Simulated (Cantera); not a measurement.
Charge: 1 mol Ti(OiPr)4, 0.53 mol N2, 8.2 mol H2, held at 0.00590 bar.

Cantera equilibrium calculation (NASA polynomials, part measured and part estimated; ideal gas, pure solids and liquids). Candidate condensed phases: C, C6H6, C7H8, C8H18, H2O, Ti, TiC, TiN, TiO, TiO2, Ti2O3, Ti3O5, Ti4O7; 139 gas species. The feed counts by its element totals alone. TiC: taken at fixed stoichiometry. The numbers say what is thermodynamically allowed, not how fast it happens.

x: gas mole fraction; n: condensed amount in mol.

| T (K) | x H2 | x CO | x H | x N2 | x HCN | n C(graphite) | n TiC(s) |
|---|---|---|---|---|---|---|---|
| 1498 | 0.830 | 0.150 | 0.000204 | 0.0198 | 0.000134 | 7.00 | 1.00 |
| 1548 | 0.830 | 0.150 | ? | 0.0197 | ? | 6.99 | 1.00 |
| 1598 | 0.830 | 0.150 | 0.000631 | 0.0197 | 0.000258 | 6.99 | 1.00 |
| 1648 | 0.829 | 0.150 | 0.00106 | 0.0196 | 0.000348 | 6.99 | 1.00 |
| 1698 | 0.829 | 0.150 | ? | 0.0196 | ? | 6.98 | 1.00 |
| 1748 | 0.828 | 0.149 | 0.00271 | 0.0195 | 0.000601 | 6.98 | 1.00 |
| 1798 | 0.826 | 0.149 | 0.00417 | 0.0194 | 0.000770 | 6.97 | 1.00 |
| 1848 | 0.824 | 0.149 | 0.00627 | 0.0193 | 0.000971 | 6.96 | 1.00 |
| 1898 | 0.821 | 0.149 | 0.00922 | 0.0191 | 0.00121 | 6.95 | 1.00 |
| 1948 | 0.817 | 0.149 | 0.0133 | 0.0189 | 0.00149 | 6.93 | 1.000 |
| 1998 | 0.812 | 0.148 | 0.0188 | 0.0187 | 0.00180 | 6.92 | 1.000 |
| 2048 | 0.805 | 0.148 | 0.0261 | 0.0184 | 0.00216 | 6.89 | 1.000 |

### Question
Complete the blanks.

### Answer

- 1698, x H: 0.00171
- 1698, x HCN: 0.000461
- 1548, x H: 0.000365
- 1548, x HCN: 0.000188
